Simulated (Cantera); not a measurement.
An isothermal, constant-pressure homogeneous reactor starts with 0.347 % CO, 0.327 % O2, 0.139 % H2O, 99.2 % N2, at 898 K and 0.470 bar.

Cantera simulation using GRI-Mech 3.0 (53 species, 325 reactions); the numbers are that mechanism's predictions, not measurements.

x: mole fraction; the columns are a selection and need not sum to one.

| t (s) | x CO | x O2 | x H2O | x NO2 | x HO2 | x CO2 | x H |
|---|---|---|---|---|---|---|---|
| 9.00e-5 | 0.00347 | 0.00327 | 0.00139 | <1e-12 | <1e-12 | <1e-12 | <1e-12 |
| 0.000232 | 0.00347 | 0.00327 | 0.00139 | <1e-12 | <1e-12 | <1e-12 | <1e-12 |
| 0.000596 | 0.00347 | 0.00327 | 0.00139 | <1e-12 | <1e-12 | <1e-12 | <1e-12 |
| 0.00153 | 0.00347 | 0.00327 | 0.00139 | <1e-12 | <1e-12 | <1e-12 | <1e-12 |
| 0.00394 | 0.00347 | 0.00327 | 0.00139 | <1e-12 | <1e-12 | 1.74e-12 | <1e-12 |
| 0.0101 | 0.00347 | 0.00327 | 0.00139 | <1e-12 | <1e-12 | 4.97e-12 | <1e-12 |
| 0.0261 | 0.00347 | 0.00327 | 0.00139 | <1e-12 | 1.87e-12 | 1.59e-11 | <1e-12 |
| 0.0671 | 0.00347 | 0.00327 | 0.00139 | <1e-12 | 1.16e-11 | 6.02e-11 | <1e-12 |
| 0.173 | 0.00347 | 0.00327 | 0.00139 | <1e-12 | 6.05e-11 | 2.75e-10 | 1.27e-12 |
| 0.444 | 0.00347 | 0.00327 | 0.00139 | <1e-12 | 3.29e-10 | 1.75e-9 | 4.61e-12 |
| 1.14 | 0.00347 | 0.00327 | 0.00139 | <1e-12 | 4.32e-9 | 2.90e-8 | 5.43e-11 |
| 2.94 | 0.00347 | 0.00327 | 0.00139 | <1e-12 | 2.08e-7 | 4.37e-6 | 4.34e-9 |
| 7.56 | 0.00341 | 0.00324 | 0.00139 | <1e-12 | 2.95e-7 | 5.83e-5 | 8.02e-9 |
| 19.4 | 0.00324 | 0.00316 | 0.00138 | 2.69e-12 | 3.30e-7 | 0.000228 | 1.01e-8 |
| 50.0 | … | 0.00291 | 0.00138 | 2.06e-11 | … | … | … |

### Question
Some entries are withheld; supply them.

### Answer

- 50.0, x CO: 0.00273
- 50.0, x HO2: 3.57e-7
- 50.0, x CO2: 0.000744
- 50.0, x H: 1.28e-8
